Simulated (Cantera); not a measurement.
A perfectly stirred reactor is fed with CH4 : H2 = 1 : 1.4 (molar parts), at 0.000320 bar; it is held at 1950 K, and followed from long to short residence time.

Computed with Cantera and GRI-Mech 3.0 (53 species, 325 reactions). GRI-Mech 3.0 stops at C3 and has no aromatics, soot or wall deposition, so with more carbon than oxygen in the feed, carbon stays in small species such as C2H2 where larger ones or solid carbon would form. Radical loss at walls, strong at low pressure, is not modelled.

### Question
What does this change do: temperature 1950 to 1925 K?

### Answer
```tsv
quantity	before	after
x(CH4) at τ = 2.70 s	0.0668	0.0753
x(H2) at τ = 2.70 s	0.803	0.798
x(H) at τ = 2.70 s	0.00369	0.00324
x(C2H4) at τ = 2.70 s	0.000885	0.00104
x(CH2) at τ = 2.70 s	1.74e-5	1.50e-5
x(CH4) at τ = 51.0 ms	0.392	0.400
x(H2) at τ = 51.0 ms	0.594	0.589
x(H) at τ = 51.0 ms	0.000686	0.000509
x(C2H4) at τ = 51.0 ms	0.00277	0.00185
x(CH2) at τ = 51.0 ms	7.01e-6	4.33e-6
```

### Question
What does this change do: pressure from 0.000320 bar to 1.01 bar?

### Answer
```
quantity                  before    after
----------------------  --------  -------
x(CH4) at τ = 2.70 s      0.0668  0.00730
x(H2) at τ = 2.70 s        0.803    0.847
x(H) at τ = 2.70 s       0.00369  0.00105
x(C2H4) at τ = 2.70 s   0.000885  0.00110
x(CH2) at τ = 2.70 s     1.74e-5  2.78e-7
x(CH4) at τ = 51.0 ms      0.392   0.0288
x(H2) at τ = 51.0 ms       0.594    0.833
x(H) at τ = 51.0 ms     0.000686  0.00101
x(C2H4) at τ = 51.0 ms   0.00277  0.00112
x(CH2) at τ = 51.0 ms    7.01e-6  9.40e-7
```
